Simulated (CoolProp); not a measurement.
Vapour pressure (bar) of sulfur hexafluoride: the reference equation beside estimates from Tc = 318.7 K, pc = 37.55 bar, ω = 0.210. Clausius-Clapeyron is anchored at 265.7 K with a constant enthalpy of vaporisation of 13.01 kJ/mol.

Values from CoolProp's reference Helmholtz-energy equation of state, Guder 2009.

```csv
T (K),reference,Lee-Kesler,Clausius-Clapeyron,Redlich-Kwong,Peng-Robinson
249.5,___,6.219,6.912,7.897,6.171
257.6,7.937,___,8.419,9.927,___
265.7,10.13,10.25,10.13,12.29,10.21
273.8,12.74,12.86,12.06,15.01,12.84
281.9,15.82,15.94,14.21,18.11,15.95
290,19.42,19.52,16.59,21.61,19.58
298.1,23.61,23.69,19.21,25.53,23.80
306.2,28.45,28.53,___,29.89,___
```

**Question.** Some entries are withheld; supply them.

**Answer.** 
- 249.5, reference: 6.117
- 257.6, Lee-Kesler: 8.053
- 257.6, Peng-Robinson: 8.002
- 306.2, Clausius-Clapeyron: 22.07
- 306.2, Peng-Robinson: 28.65

Absolute difference from the reference over all 8 rows, mean and median: Lee-Kesler 0.9 and 0.9 %, Clausius-Clapeyron 11.3 and 11.6 %, Redlich-Kwong 16.5 and 16.1 %, Peng-Robinson 0.8 and 0.8 %.
